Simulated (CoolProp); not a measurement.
Vapour-liquid equilibrium of n-butane (1) + R245fa (2) at 328.5 K; x and y are mole fractions of (1).

The numbers come from the multi-fluid Helmholtz-energy mixture model, Bücker 2006 and Akasaka 2015; pair parameters Bell 2016 in CoolProp.

| x | bubble pressure (bar) | y at the bubble point | dew pressure at overall composition x (bar) | liquid density (mol/L) |
|---|---|---|---|---|
| 0.05 | 4.808 | 0.181 | 4.231 | 9.271 |
| 0.2 | 6.259 | 0.426 | 4.901 | 9.094 |
| 0.35 | 6.901 | 0.525 | 5.756 | 8.956 |
| 0.5 | 7.158 | 0.582 | 6.753 | 8.879 |
| 0.65 | 7.215 | 0.634 | 7.197 | 8.881 |
| 0.8 | 7.034 | 0.710 | 6.638 | 8.970 |
| 0.95 | 6.241 | 0.882 | 5.915 | 9.139 |

y crosses x between x = 0.5 and 0.65: the model has an azeotrope there.

Pair parameters are fitted to limited data, so mixtures are less certain than the pure fluids.
